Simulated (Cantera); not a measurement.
Charge: 1 mol V, 3.9 mol O2, equilibrated at 2773.15 K and 0.133 bar.

Cantera equilibrium calculation (NASA polynomials, part measured and part estimated; ideal gas, pure solids and liquids). Candidate condensed phases: V, VO, V2O3, V2O4, V2O5; 6 gas species. Kinetics and transport are ignored.

Base state: O2 0.650, VO2 0.242, O 0.108, VO 0.000411 (mole fractions); condensed: gas only.

Q: What changes in the equilibrium state with this change: temperature from 2773.15 K to 1250 K?

A: 
```json
[
 {"species": "O2", "before": "0.650", "after": "1.00"},
 {"species": "O", "before": "0.108", "after": "1.90e-7"},
 {"species": "VO2", "before": "0.242", "after": "<1e-9"},
 {"species": "VO", "before": "0.000411", "after": "<1e-9"},
 {"species": "V2O5(l), mol", "before": "0", "after": "0.500"}
]
```
Condensed phases not in the tables: the oxides between V2O3 and V2O5 other than VO2. Gases not in the tables: V4O10.
